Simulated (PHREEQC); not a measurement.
**Reverse-osmosis permeate**

Model water analysis in mmol/kgw, 25 °C, pH 6.61, pe 11.8: Na 0.126; K 0.0444; Ca 1.22; Mg 0.262; Cl 1.67; S(6) 0.644; Alkalinity (meq/kgw) 0.196; Sr 0.00284.

Valence states are taken as typed.

All values are PHREEQC results (ion-association model, phreeqc.dat), not measurements.

```yaml
ionic_strength: 0.00494 mol/kgw
specific_conductance: 367 µS/cm
charge_balance_error: -0.2 %
```

| species | molality | activity | log γ |
|---|---|---|---|
| Cl- | 0.00167 | 0.00155 | -0.033 |
| Ca+2 | 0.00115 | 0.000860 | -0.128 |
| SO4-2 | 0.000562 | 0.000418 | -0.129 |
| Mg+2 | 0.000244 | 0.000182 | -0.126 |
| HCO3- | 0.000193 | 0.000180 | -0.032 |
| Na+ | 0.000126 | 0.000117 | -0.032 |
| CO2 | 9.91e-5 | 9.92e-5 | 0.000 |
| CaSO4 | 6.38e-5 | 6.39e-5 | 0.000 |
| K+ | 4.43e-5 | 4.10e-5 | -0.033 |
| MgSO4 | 1.78e-5 | 1.78e-5 | 0.000 |
| Sr+2 | 2.67e-6 | 1.99e-6 | -0.127 |
| CaHCO3+ | 2.12e-6 | 1.97e-6 | -0.031 |
| MgHCO3+ | 4.13e-7 | 3.83e-7 | -0.033 |

No solid was allowed to form. Species that the database lacks are ignored.
